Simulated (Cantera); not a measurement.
A Cantera script and what it prints.

```python
import numpy as np
import cantera as ct

gas_names = """
    O2 HF ALF3 OH
""".split()
cond_names = """
    AL(cr) AL(L)
""".split()


# ... load() reads the species with a 1 bar reference pressure and builds the phases ...
species = {s.name: s for s in load("nasa_gas.yaml", gas_names) + load("nasa_condensed.yaml", cond_names)}
# Each term lists the table entries of one substance; the one whose range holds T is used.
reactions = {
    '3 O2(g) + 2 Al + 6 HF(g) = 2 AlF3(g) + 6 OH(g)':
        [(-3, ['O2']), (-2, ['AL(cr)', 'AL(L)']), (-6, ['HF']), (2, ['ALF3']), (6, ['OH'])],
}


def pick(names, T):
    return next(species[n] for n in names if species[n].thermo.min_temp <= T <= species[n].thermo.max_temp)


results = []
for label, terms in reactions.items():
    print(label)
    print("     T/K   dH/kJ  dS/(J/K)   dG/kJ   log10 K")
    for T in [300, 2600, 2650, 2700, 2750, 2800, 2850, 2900]:
        used = [(nu, pick(names, T)) for nu, names in terms]
        dH = sum(nu * s.thermo.h(T) for nu, s in used) / 1e6
        dS = sum(nu * s.thermo.s(T) for nu, s in used) / 1e3
        dG = dH - T * dS / 1e3
        logK = -dG * 1e6 / (ct.gas_constant * T * np.log(10))
        results.append((label, T, dH, dS, dG, logK, [s.name for _, s in used]))
        print(f"{T:8g} {dH:8.1f} {dS:8.1f} {dG:8.1f} {logK:8.2f}")
```

Output:

```
3 O2(g) + 2 Al + 6 HF(g) = 2 AlF3(g) + 6 OH(g)
     T/K   dH/kJ  dS/(J/K)   dG/kJ   log10 K
     300   -547.3    -59.0   -529.6    92.20
    2600   -582.6    -92.1   -343.1     6.89
    2650   -583.2    -92.3   -338.5     6.67
    2700   -583.8    -92.6   -333.8     6.46
    2750   -584.4    -92.8   -329.2     6.25
    2800   -585.0    -93.0   -324.6     6.05
    2850   -585.6    -93.2   -319.9     5.86
    2900   -586.2    -93.4   -315.2     5.68
```

Source: NASA polynomial tables (part measured, part estimated), evaluated in Cantera. Condensed species are held in their standard states even where they would react or evaporate.
